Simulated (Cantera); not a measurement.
A perfectly stirred reactor is fed with NO : N₂ = 1 : 8.8 (molar parts), at 22000 Pa; it is held at 1750 K, and followed from long to short residence time.

Model: GRI-Mech 3.0 (53 species, 325 reactions), integrated in Cantera.

What does this change do: temperature 1750 to 1550 K?


```tsv
quantity	before	after
x(NO) at τ = 11.0 s	0.0938	0.101
x(O) at τ = 11.0 s	1.17e-5	5.72e-7
x(N₂O) at τ = 11.0 s	3.45e-6	3.44e-6
x(N₂) at τ = 11.0 s	0.902	0.898
x(O₂) at τ = 11.0 s	0.00408	0.000428
x(NO) at τ = 0.270 s	0.102	0.102
x(O) at τ = 0.270 s	5.56e-6	3.29e-7
x(N₂O) at τ = 0.270 s	3.92e-6	2.65e-6
x(N₂) at τ = 0.270 s	0.898	0.898
x(O₂) at τ = 0.270 s	9.31e-5	5.27e-6
```
